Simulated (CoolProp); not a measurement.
Ethane along the isotherm -77.25 °C: fugacity coefficient from the reference equation and from simpler models built on Tc = 32.2 °C, pc = 4872 kPa, ω = 0.099; each cubic takes its own stable root.

Values from CoolProp's reference Helmholtz-energy equation of state, Bücker 2006.

| p (kPa) | phase | reference | van der Waals | Redlich-Kwong |
|---|---|---|---|---|
| 1110 | liquid | 0.1592 | 0.5105 | 0.1733 |
| 2210 | liquid | 0.08309 | 0.2718 | 0.09060 |
| 3320 | liquid | 0.05748 | 0.1918 | ? |
| 4430 | liquid | 0.04476 | 0.1524 | 0.04898 |
| 5540 | liquid | 0.03719 | 0.1291 | 0.04076 |
| 6640 | liquid | 0.03223 | ? | ? |
| 7750 | liquid | 0.02869 | ? | 0.03154 |
| 8860 | liquid | 0.02607 | 0.09581 | 0.02870 |
| 9970 | liquid | 0.02406 | 0.09011 | 0.02653 |
| 11100 | liquid | 0.02247 | 0.08573 | 0.02480 |
| 12200 | liquid | 0.02122 | 0.08247 | 0.02346 |

What belongs in the gaps?


- 3320, Redlich-Kwong: 0.06278
- 6640, van der Waals: 0.1140
- 6640, Redlich-Kwong: 0.03537
- 7750, van der Waals: 0.1035
